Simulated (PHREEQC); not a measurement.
0.13 g of hydrous ferric oxide (600 m²/g; 0.2 weak and 0.005 strong sites per Fe, Dzombak-Morel constants, diffuse double layer) in 1 kg of water with 0.01 mol/kgw of an inert sodium salt and 0.018 mmol/kgw H3BO3 and 0.86 mmol/kgw Na2HAsO4, at 25 °C; the pH is set by adding NaOH or the inert anion's acid. Oxygen alone is held at its pressure in air (log pO2 = -0.68). CO2 from the air is kept out. Nothing may precipitate in this run.

Base run: PHREEQC, ion-association model, wateq4f.dat. Each further column changes one thing. The table gives As sorbed (%).

| pH | base | background salt from 0.01 to 0.001 mol/kgw | oxide from 0.13 to 0.65 g/kgw | 0.00034 mol/kgw NaH2PO4 added |
|---|---|---|---|---|
| 4 | 33.7 | 33.8 | 100.0 | 30.8 |
| 4.67 | 33.5 | 33.5 | 100.0 | 30.6 |
| 5.33 | 32.8 | 32.7 | 99.9 | 30.0 |
| 6 | 31.4 | 31.3 | 99.7 | 28.9 |
| 6.67 | 28.7 | 28.5 | 98.7 | 26.5 |
| 7.33 | 24.3 | 24.0 | 94.3 | 22.4 |
| 8 | 19.5 | 19.1 | 81.4 | 18.0 |
| 8.67 | 13.3 | 13.2 | 56.9 | 12.5 |
| 9.33 | 7.1 | 6.8 | 32.5 | 6.9 |
| 10 | 4.1 | 3.5 | 19.5 | 4.1 |
| 10.67 | 2.5 | 1.8 | 12.2 | 2.6 |
| 11.33 | 1.2 | 0.7 | 5.8 | 1.2 |
| 12 | 0.3 | 0.2 | 1.5 | 0.3 |

 H3PO4, which wateq4f.dat lacks, is added to it with the constant of phreeqc.dat.
